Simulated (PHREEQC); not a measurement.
Synthetic water in mg/kgw, 20 °C, pH 6.21:

```
constituent         mg/kgw
------------------  ------
Na                    1490
K                      320
Ca                     245
Mg                     145
Cl                    2810
S(6) as SO4            892
Alkalinity as HCO3  0.0656
Br                    15.5
Li                    6.45
Si as SiO2            10.5
```

Valence states are taken as typed.

The numbers come from PHREEQC with the Pitzer model, pitzer.dat.

Each row changes one thing in this solution. No solid was allowed to form.

| case | CO2 (mol/kgw) | HCO3- (mol/kgw) | HSO4- (mol/kgw) | H3SiO4- (mol/kgw) | MgOH+ (mol/kgw) | CO3-2 (mol/kgw) | SI of Gypsum (CaSO4:2H2O) | SI of SiO2(a) (SiO2) |
|---|---|---|---|---|---|---|---|---|
| as made | 2.31e-6 | 1.95e-6 | 1.63e-7 | 5.00e-8 | 3.87e-9 | 3.74e-10 | -0.72 | -1.04 |
| Mg from 145 to 435 mg/kgw | 2.16e-6 | 1.92e-6 | 1.45e-7 | 5.28e-8 | 1.13e-8 | 4.06e-10 | -0.80 | -1.04 |
| pH from 6.21 to 5.5 at the same alkalinity | 3.59e-5 | 5.91e-6 | … | 9.76e-9 | 7.54e-10 | 2.21e-10 | -0.72 | -1.04 |
| Cl from 2810 to 8430 mg/kgw | 2.09e-6 | 1.91e-6 | 1.28e-7 | 5.24e-8 | 3.52e-9 | … | -0.84 | -1.04 |
| all concentrations times 4 at the same typed pH | 4.81e-6 | 5.13e-6 | 3.33e-7 | 2.76e-7 | 1.06e-8 | 1.93e-9 | -0.04 | -0.42 |

### Question
Complete the blanks.

### Answer

- pH from 6.21 to 5.5 at the same alkalinity, HSO4- (mol/kgw): 8.37e-7
- Cl from 2810 to 8430 mg/kgw, CO3-2 (mol/kgw): 4.79e-10

Species that the database lacks are ignored.
